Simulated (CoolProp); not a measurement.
Carbon dioxide at 639.23 K and 11 MPa is compressed adiabatically to 62.2 MPa with isentropic efficiency 0.6. Each further row changes one setting.

Computed with CoolProp (reference Helmholtz-energy equation of state, Span 1996).

| case | work (kJ/kg) | final temperature (K) | final density (kg/m³) |
|---|---|---|---|
| as stated | [?] | [?] | [?] |
| efficiency 1 | [?] | 871.7 | [?] |
| efficiency 0.65 | 399 | 977.3 | [?] |

### Question
What belongs in the gaps?

### Answer

- as stated, work (kJ/kg): 432
- as stated, final temperature (K): 1002.4
- as stated, final density (kg/m³): 280
- efficiency 1, work (kJ/kg): 259
- efficiency 1, final density (kg/m³): 322
- efficiency 0.65, final density (kg/m³): 287
